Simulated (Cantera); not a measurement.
What does this Cantera script print?

```python
import numpy as np
import cantera as ct

gas_names = """
    H HO2 H2 H2O H2O2 O OH O2 O3 Zr ZrO ZrO2
""".split()
cond_names = """
    H2O(s) H2O(L) Zr(a) Zr(b) Zr(L) ZrO2(a) ZrO2(b) ZrO2(L)
""".split()


# ... load() reads the species with a 1 bar reference pressure and builds the phases ...
atoms = {
    'ZrO2': {'Zr': 1, 'O': 2},
    'H2': {'H': 2},
    'H2O': {'H': 2, 'O': 1},
}
top_T = {}  # K; cautious upper limits of use, not melting points


# ... equilibrate(T, P, feed) seeds the gas with the atoms and calls Mixture.equilibrate('TP', solver="vcs", rtol=1e-11, max_steps=5000) ...
results = []
feed = {'ZrO2': 1, 'H2': 14, 'H2O': 2.7}  # mol
P = 210  # Pa
for T in [1273, 1373, 1473, 1573, 1673, 1773, 1873, 1973, 2073]:
    mix = equilibrate(T, P, feed)
    results.append((T, P, feed, dict(zip(mix.species_names, mix.species_moles))))

top = {s: max(r[3][s] / sum(r[3][g] for g in gas_names) for r in results) for s in gas_names}
cols = sorted((s for s in top if top[s] > 1e-06), key=lambda s: -top[s])[:8]
seen = [c for c in cond_names if any(r[3].get(c, 0) > 1e-12 for r in results)]
print("log10 of partial pressures in bar; condensed amounts in mol")
print(f"{'T/K':>10s}" + "".join(f"{s[:9]:>10s}" for s in cols + seen))
for T, P, feed, n in results:
    ng = sum(n[g] for g in gas_names)
    print(f"{T:10.4g}" + "".join(f"{np.log10(max(n[s] / ng * P / 1e5, 1e-99)):10.3f}" for s in cols)
          + "".join(f"{n.get(c, 0):10.4g}" for c in seen))
```

It prints:

```
log10 of partial pressures in bar; condensed amounts in mol
       T/K        H2       H2O         H        OH         O        O2   ZrO2(a)   ZrO2(b)
      1273    -2.754    -3.469    -7.524   -10.177   -14.957   -15.978         1         0
      1373    -2.754    -3.469    -6.855    -9.318   -13.453   -14.486         1         0
      1473    -2.754    -3.469    -6.275    -8.574   -12.152   -13.195         1         0
      1573    -2.755    -3.469    -5.768    -7.925   -11.014   -12.066         0         1
      1673    -2.755    -3.470    -5.321    -7.353   -10.011   -11.071         0         1
      1773    -2.757    -3.471    -4.924    -6.846    -9.121   -10.186         0         1
      1873    -2.761    -3.472    -4.570    -6.392    -8.323    -9.393         0         1
      1973    -2.767    -3.476    -4.253    -5.985    -7.605    -8.678         0         1
      2073    -2.779    -3.484    -3.970    -5.618    -6.953    -8.027         0         1
```

These are equilibrium values from Cantera (NASA tables, ideal gas, pure condensed phases), not measurements of a reactor.
